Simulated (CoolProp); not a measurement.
Vapour-liquid equilibrium of ethylene (1) + 1-butene (2) at 1.33 bar; x and y are mole fractions of (1).

The numbers come from the multi-fluid Helmholtz-energy mixture model, Smukala 2000 and Lemmon 2005; pair parameters Bell 2016 in CoolProp.

```json
[
 {"x": "0.05", "bubble temperature, mixture model (°C)": "-26.7", "bubble temperature, Raoult's law (°C)": "-29.6", "y, mixture model": "0.686", "y, Raoult's law": "0.736"},
 {"x": "0.15", "bubble temperature, mixture model (°C)": "-56.1", "bubble temperature, Raoult's law (°C)": "-56.9", "y, mixture model": "0.942", "y, Raoult's law": "0.948"},
 {"x": "0.25", "bubble temperature, mixture model (°C)": "-69.8", "bubble temperature, Raoult's law (°C)": "-69.8", "y, mixture model": "0.979", "y, Raoult's law": "0.981"},
 {"x": "0.35", "bubble temperature, mixture model (°C)": "-78.0", "bubble temperature, Raoult's law (°C)": "-77.7", "y, mixture model": "0.990", "y, Raoult's law": "0.991"},
 {"x": "0.45", "bubble temperature, mixture model (°C)": "-83.6", "bubble temperature, Raoult's law (°C)": "-83.2", "y, mixture model": "0.995", "y, Raoult's law": "0.995"},
 {"x": "0.55", "bubble temperature, mixture model (°C)": "-87.8", "bubble temperature, Raoult's law (°C)": "-87.5", "y, mixture model": "0.997", "y, Raoult's law": "0.997"},
 {"x": "0.65", "bubble temperature, mixture model (°C)": "-91.0", "bubble temperature, Raoult's law (°C)": "-90.9", "y, mixture model": "0.998", "y, Raoult's law": "0.998"},
 {"x": "0.75", "bubble temperature, mixture model (°C)": "-93.7", "bubble temperature, Raoult's law (°C)": "-93.7", "y, mixture model": "0.999", "y, Raoult's law": "0.999"},
 {"x": "0.85", "bubble temperature, mixture model (°C)": "-96.0", "bubble temperature, Raoult's law (°C)": "-96.0", "y, mixture model": "0.999", "y, Raoult's law": "1.000"},
 {"x": "0.95", "bubble temperature, mixture model (°C)": "-98.1", "bubble temperature, Raoult's law (°C)": "-98.1", "y, mixture model": "1.000", "y, Raoult's law": "1.000"}
]
```

The largest gap from Raoult's law is +2.9 K in bubble temperature, at x = 0.05. No azeotrope shows between x = 0.05 and 0.95.

The pair parameters rest on a limited set of measurements; away from them the model extrapolates. The gap from Raoult's law changes sign with composition, which may be real or a fault of the pair parameters; it wasn't checked against measurements.
